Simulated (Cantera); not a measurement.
Input (Python, Cantera) and output of one run.

```python
import numpy as np
import cantera as ct

gas_names = [...]  # 87 gases of nasa_gas.yaml made of C, H, Si
cond_names = """
    C(gr) C6H6(L) C7H8(L) C8H18(L),n-octa Si(cr) Si(L) SiC(b)
""".split()


# ... load() reads the species with a 1 bar reference pressure and builds the phases ...
atoms = {
    'CH3SiH3': {'C': 1, 'H': 6, 'Si': 1},
    'C2H4': {'C': 2, 'H': 4},
    'H2': {'H': 2},
}
top_T = {'C(gr)': 4500, 'SiC(b)': 3050}  # K; cautious upper limits of use, not melting points


# ... equilibrate(T, P, feed) seeds the gas with the atoms and calls Mixture.equilibrate('TP', solver="vcs", rtol=1e-11, max_steps=5000) ...
results = []
T = 1323.15  # K
P = 2200  # Pa
for m in [110, 190, 270, 360, 440, 530, 610]:
    feed = {'CH3SiH3': 1, 'C2H4': 0.038, 'H2': m}  # mol
    mix = equilibrate(T, P, feed)
    results.append((T, P, feed, dict(zip(mix.species_names, mix.species_moles))))

top = {s: max(r[3][s] / sum(r[3][g] for g in gas_names) for r in results) for s in gas_names}
cols = sorted((s for s in top if top[s] > 0.001), key=lambda s: -top[s])[:9]
seen = [c for c in cond_names if any(r[3].get(c, 0) > 1e-12 for r in results)]
print("log10 of partial pressures in bar; condensed amounts in mol")
print(f"{'n(H2)':>10s}" + "".join(f"{s[:9]:>10s}" for s in cols + seen))
for T, P, feed, n in results:
    ng = sum(n[g] for g in gas_names)
    print(f"{feed['H2']:10.4g}" + "".join(f"{np.log10(max(n[s] / ng * P / 1e5, 1e-99)):10.3f}" for s in cols)
          + "".join(f"{n.get(c, 0):10.4g}" for c in seen))
```

Result:

```
log10 of partial pressures in bar; condensed amounts in mol
     n(H2)        H2     C(gr)    SiC(b)
       110    -1.658   0.05891         1
       190    -1.658   0.04683         1
       270    -1.658   0.03474         1
       360    -1.658   0.02114         1
       440    -1.658  0.009052         1
       530    -1.658         0         1
       610    -1.658         0         1
```

Cantera equilibrium calculation (NASA polynomials, part measured and part estimated; ideal gas, pure solids and liquids). The feed counts by its element totals alone.
